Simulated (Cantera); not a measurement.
A perfectly stirred reactor is fed with H2 : O2 : N2 = 0.058 : 1 : 0.19 (molar parts), equivalence ratio 0.029, at 0.0296 atm; it is held at 1275 K, and followed from long to short residence time.

Model: the H2/O2 subset of GRI-Mech 3.0, which has no nitrogen chemistry, integrated in Cantera. Radical loss at walls, strong at low pressure, is not modelled. The temperature is held fixed by assumption; the heat of reaction is taken as removed at once.

### Question
What does this change do: H2 0.058 to 0.011 parts?

### Answer
```json
[
 {"quantity": "x(H2) at τ = 11.0 s", "before": "2.01e-5", "after": "6.18e-6"},
 {"quantity": "x(O2) at τ = 11.0 s", "before": "0.796", "after": "0.832"},
 {"quantity": "x(OH) at τ = 11.0 s", "before": "0.000401", "after": "0.000154"},
 {"quantity": "x(H) at τ = 11.0 s", "before": "6.18e-6", "after": "1.72e-6"},
 {"quantity": "x(H2O2) at τ = 11.0 s", "before": "3.38e-8", "after": "8.18e-9"},
 {"quantity": "x(H2) at τ = 0.100 s", "before": "0.000352", "after": "9.30e-5"},
 {"quantity": "x(O2) at τ = 0.100 s", "before": "0.790", "after": "0.828"},
 {"quantity": "x(OH) at τ = 0.100 s", "before": "0.00185", "after": "0.000646"},
 {"quantity": "x(H) at τ = 0.100 s", "before": "0.000588", "after": "0.000112"},
 {"quantity": "x(H2O2) at τ = 0.100 s", "before": "1.27e-7", "after": "3.01e-8"}
]
```

### Question
What does this change do: pressure from 0.0296 atm to 0.00651 atm?

### Answer
```json
[
 {"quantity": "x(H2) at τ = 11.0 s", "before": "2.01e-5", "after": "7.71e-5"},
 {"quantity": "x(O2) at τ = 11.0 s", "before": "0.796", "after": "0.794"},
 {"quantity": "x(OH) at τ = 11.0 s", "before": "0.000401", "after": "0.00109"},
 {"quantity": "x(H) at τ = 11.0 s", "before": "6.18e-6", "after": "0.000123"},
 {"quantity": "x(H2O2) at τ = 11.0 s", "before": "3.38e-8", "after": "1.98e-8"},
 {"quantity": "x(H2) at τ = 0.100 s", "before": "0.000352", "after": "0.000938"},
 {"quantity": "x(O2) at τ = 0.100 s", "before": "0.790", "after": "0.773"},
 {"quantity": "x(OH) at τ = 0.100 s", "before": "0.00185", "after": "0.00359"},
 {"quantity": "x(H) at τ = 0.100 s", "before": "0.000588", "after": "0.00457"},
 {"quantity": "x(H2O2) at τ = 0.100 s", "before": "1.27e-7", "after": "3.70e-8"}
]
```
